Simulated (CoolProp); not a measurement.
Vapour-liquid equilibrium of CF4 (R14) (1) + CHF3 (R23) (2) at 0.528 MPa; x and y are mole fractions of (1).

Values from CoolProp's multi-fluid Helmholtz-energy mixture model, Platzer 1990 and Penoncello 2003; pair parameters Bell 2016. This equation is an older, rougher fit; its heat capacities, sound speeds and derivatives of the liquid may be far off and weren't checked against measurements.

```
x      bubble temperature (K)  y at the bubble point  dew temperature at overall composition x (K)  liquid density (mol/L)
-----  ----------------------  ---------------------  --------------------------------------------  ----------------------
0.05                    211.4                  0.452                                         224.2                   19.16
0.125                   196.3                  0.748                                         222.1                   19.54
0.2                     188.0                  0.847                                         219.9                   19.53
0.275                   183.7                  0.887                                         217.6                   19.32
0.35                    181.3                  0.906                                         215.1                   19.01
0.425                   179.9                  0.917                                         212.4                   18.65
0.5                     179.0                  0.924                                         209.4                   18.28
0.575                   178.3                  0.929                                         206.1                   17.91
0.65                    177.7                  0.934                                         202.3                   17.56
0.725                   177.1                  0.941                                         197.8                   17.23
0.8                     176.3                  0.950                                         192.3                   16.93
0.875                   175.5                  0.963                                         185.1                   16.67
0.95                    174.5                  0.982                                         176.3                   16.46
```

No azeotrope shows between x = 0.05 and 0.95.

Pair parameters are fitted to limited data, so mixtures are less certain than the pure fluids. With so large a gap from Raoult's law the liquid may split in two, which this calculation doesn't test in full.
